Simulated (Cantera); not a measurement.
A closed system holds: 1 mol borazine, 1.2 mol H₂, 0.11 mol O₂, held at 0.410 bar.

Equilibrium computed with Cantera from the NASA thermochemical tables; the gas is ideal and each condensed phase is pure. Candidate condensed phases: B, BN, B₂O₃, B₃O₃H₃, H₂O; 39 gas species. The feed counts by its element totals alone. Mutual solubility and eutectic melting of coexisting phases are not modelled. The tables' values for BH₂ are old estimates; treat these amounts as uncertain. Gases not in the tables: H₃BO₃, B₂H₆ and higher boranes. The numbers say what is thermodynamically allowed, not how fast it happens.

x: gas mole fraction; n: condensed amount in mol.

```csv
T (°C),x H₂,x HBO,x N₂,x HBO₂,x H,x BO,n BN(s),n B₂O₃(l)
1002,0.982,9.13e-6,0.0166,0.000142,?,4.01e-10,2.86,0.0706
1152,0.981,0.000159,0.0166,0.000726,?,5.00e-8,2.86,0.0689
1302,0.978,0.00158,0.0165,0.00266,?,2.44e-6,2.86,0.0604
1452,0.960,0.0103,0.0171,0.00761,?,5.90e-5,2.85,0.0209
1602,0.942,0.0248,0.0206,0.00507,?,0.000430,2.82,0
1752,0.931,0.0349,0.0235,0.00156,?,0.00154,2.79,0
1902,0.922,0.0377,0.0247,0.000357,?,0.00372,2.78,0
```

Q: Some entries are withheld; supply them.

A: 
- 1002, x H: 1.14e-6
- 1152, x H: 1.06e-5
- 1302, x H: 6.42e-5
- 1452, x H: 0.000284
- 1602, x H: 0.000994
- 1752, x H: 0.00290
- 1902, x H: 0.00732
